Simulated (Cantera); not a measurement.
Charge: 1 mol CH₃F, 0.17 mol H₂, at 748 K and 0.100 bar.

These are equilibrium values from Cantera (NASA tables, ideal gas, pure condensed phases), not measurements of a reactor. Candidate condensed phases: C, C₆H₆, C₇H₈, C₈H₁₈; 95 gas species. Equilibrium is a limit: real reactors are often held back by kinetics, nucleation or transport.

Base state: HF 0.491, H₂ 0.444, CH₄ 0.0653 (mole fractions); condensed: C(graphite).

Problem. What changes in the equilibrium state with this change: CH₃F replaced by C₂F₆?

Solution. 
```json
[
 {"species": "CF₄", "before": "<1e-9", "after": "0.806"},
 {"species": "HF", "before": "0.491", "after": "0.194"},
 {"species": "H₂", "before": "0.444", "after": "<1e-9"},
 {"species": "CH₄", "before": "0.0653", "after": "<1e-9"},
 {"species": "C(graphite), mol", "before": "0.867", "after": "0.585"}
]
```
The feed counts by its element totals alone. Condensed phases not in the tables: fluorocarbon polymer. Gases not in the tables: C₂F₆ and larger saturated fluorocarbons.

Problem. What changes in the equilibrium state with this change: CH₃F replaced by CH₃Cl?

Solution. 
```csv
species,before,after
HCl,0,0.491
H₂,0.444,0.444
CH₄,0.0653,0.0653
HF,0.491,0
"C(graphite), mol",0.867,0.867
```
